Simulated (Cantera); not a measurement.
Mixture: CH4 : O2 : N2 : H2O = 1 : 1 : 3.76 : 0.2 (molar parts), at 140000 Pa, adiabatic and at constant volume. Ignition delay is the time to a rise of 400 K.

Cantera simulation using GRI-Mech 3.0 (53 species, 325 reactions); the numbers are that mechanism's predictions, not measurements.

Task: Predict: delay at 1275 K; delay at 1375 K; delay at 1475 K; delay at 1575 K; delay at 1675 K; apparent activation energy between 1575 and 1675 K.

Result: 
| Quantity | Result |
|---|---|
| delay at 1275 K | 18.5 ms |
| delay at 1375 K | 5.27 ms |
| delay at 1475 K | 1.65 ms |
| delay at 1575 K | 0.578 ms |
| delay at 1675 K | 0.230 ms |
| apparent activation energy between 1575 and 1675 K | 200 kJ/mol |
